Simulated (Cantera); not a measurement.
What does this Cantera script print?

```python
import numpy as np
import cantera as ct

gas = ct.Solution("gri30.yaml")
gas.TPX = 1725, 61000, {'NO': 1, 'N2': 6}
reactor = ct.IdealGasConstPressureReactor(gas, energy="off", clone=False)
net = ct.ReactorNet([reactor])
net.rtol, net.atol = 1e-08, 1e-18
show = ['NO', 'N2', 'N2O', 'NO2', 'O2', 'O']
times = np.geomspace(4e-06, 300, 14)

steps = ct.SolutionArray(gas, extra=["t"])
rows = []
print(f"{'t/s':>10s}{'T/K':>9s}{'P/Pa':>11s}" + "".join(f"{s:>11s}" for s in show))
for t in times:
    while net.time < t:
        t_next = net.step()
        steps.append(gas.state, t=t_next)
    rows.append([np.interp(t, steps.t, y) for y in (steps.T, steps.P, *steps(*show).X.T)])
    print(f"{t:10.3e}{rows[-1][0]:9.1f}{rows[-1][1]:11.4g}" + "".join(f"{x:11.3e}" for x in rows[-1][2:]))
rate = np.gradient(steps.T, steps.t)
print("integrator steps:", len(steps.t))
if steps.T.max() > steps.T[0] + 200:
    print(f"time of steepest temperature rise: {steps.t[rate.argmax()]:.4e} s")
gas.TPX = 1725, 61000, {'NO': 1, 'N2': 6}
gas.equilibrate("TP")
print(f"equilibrium (TP): T = {gas.T:.1f} K  " + "  ".join(f"{s} {gas[s].X[0]:.3e}" for s in show))
```

It prints:

```
       t/s      T/K       P/Pa         NO         N2        N2O        NO2         O2          O
 4.000e-06   1725.0    6.1e+04  1.429e-01  8.571e-01  5.712e-09  8.473e-11  3.215e-13  5.632e-09
 1.614e-05   1725.0    6.1e+04  1.429e-01  8.571e-01  2.302e-08  1.340e-09  5.104e-12  2.175e-08
 6.510e-05   1725.0    6.1e+04  1.429e-01  8.571e-01  9.248e-08  1.916e-08  7.439e-11  7.437e-08
 2.627e-04   1725.0    6.1e+04  1.429e-01  8.571e-01  3.667e-07  2.045e-07  8.922e-10  1.791e-07
 1.060e-03   1725.0    6.1e+04  1.429e-01  8.571e-01  1.381e-06  1.306e-06  9.804e-09  3.345e-07
 4.275e-03   1725.0    6.1e+04  1.428e-01  8.571e-01  4.293e-06  6.651e-06  2.268e-07  9.434e-07
 1.725e-02   1725.0    6.1e+04  1.428e-01  8.572e-01  7.709e-06  2.295e-05  8.741e-06  2.612e-06
 6.958e-02   1725.0    6.1e+04  1.426e-01  8.573e-01  8.066e-06  2.742e-05  8.493e-05  3.050e-06
 2.807e-01   1725.0    6.1e+04  1.420e-01  8.576e-01  7.990e-06  2.997e-05  4.011e-04  3.329e-06
 1.132e+00   1725.0    6.1e+04  1.394e-01  8.588e-01  7.695e-06  3.820e-05  1.664e-03  4.260e-06
 4.569e+00   1725.0    6.1e+04  1.297e-01  8.637e-01  6.639e-06  5.698e-05  6.499e-03  6.704e-06
 1.843e+01   1725.0    6.1e+04  9.909e-02  8.790e-01  3.868e-06  7.481e-05  2.180e-02  1.136e-05
 7.436e+01   1725.0    6.1e+04  4.379e-02  9.067e-01  8.169e-07  4.910e-05  4.948e-02  1.673e-05
 3.000e+02   1725.0    6.1e+04  7.735e-03  9.247e-01  1.182e-07  1.011e-05  6.754e-02  1.945e-05
integrator steps: 1081
equilibrium (TP): T = 1725.0 K  NO 2.010e-03  N2 9.276e-01  N2O 9.908e-08  NO2 2.682e-06  O2 7.041e-02  O 1.984e-05
```

Detailed kinetics in Cantera: GRI-Mech 3.0 (53 species, 325 reactions).
